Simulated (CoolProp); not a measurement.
A simple Rankine cycle with c-C4F8 (RC318): condensing at 288.15 K, boiler at 2.19 MPa, turbine inlet 378.3 K, turbine efficiency 0.7, pump efficiency 0.7, no recuperator. Each further row changes one setting.

The numbers come from the reference Helmholtz-energy equation of state, Platzer 1990 in CoolProp. This equation is an older, rougher fit; its heat capacities, sound speeds and derivatives of the liquid may be far off and weren't checked against measurements.

| case | thermal efficiency (%) | net work (kJ/kg) | heat in (kJ/kg) | turbine exit temperature (K) | volume ratio over the turbine |
|---|---|---|---|---|---|
| as stated | 10.6 | 16.8 | 158 | 328.6 | 14.4 |
| turbine inlet 398.3 K | 10.5 | 19.4 | 184 | 355.4 | 12.1 |
| condensing temperature 280.15 K | 11.5 | 19.3 | 167 | 324.9 | 19.2 |
| boiler pressure 1.53 MPa | 9.5 | 16.3 | 172 | 344.5 | 7.92 |
| turbine efficiency 0.6 | 8.9 | 14.1 | 158 | 331.7 | 14.6 |
